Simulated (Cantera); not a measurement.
# Abatement and gas-phase synthesis: CS2 + SO2 + N2

Input: 1 mol CS2, a varied amount of SO2, 13 mol N2, equilibrated at 1927 °C and 1.00 bar.

These are equilibrium values from Cantera (NASA tables, ideal gas, pure condensed phases), not measurements of a reactor. Candidate condensed phases: C, S; 35 gas species. Rates play no part.

```csv
n(SO2) (mol),x N2,x S2,x CO,x CS2,x CS,x S,x COS,x SO
0.015,0.913,0.0157,0.00210,0.0406,0.0275,0.00131,3.57e-6,1.22e-9
0.027,0.911,0.0171,0.00378,0.0402,0.0261,0.00137,6.68e-6,2.51e-9
0.048,0.909,0.0196,0.00670,0.0393,0.0239,0.00147,1.27e-5,5.57e-9
0.087,0.904,0.0244,0.0121,0.0372,0.0203,0.00164,2.55e-5,1.47e-8
0.16,0.895,0.0340,0.0220,0.0320,0.0148,0.00193,5.47e-5,5.11e-8
0.28,0.880,0.0502,0.0378,0.0216,0.00820,0.00235,0.000114,2.34e-7
0.5,0.851,0.0800,0.0649,0.000160,4.83e-5,0.00296,0.000248,0.000109
```
x: gas mole fraction; nothing condenses.

From 0.015 mol SO2 to 0.5 mol SO2 nothing is condensed. The main C-bearing gas is CS2 at 0.015 mol SO2 and CO at 0.5 mol SO2.
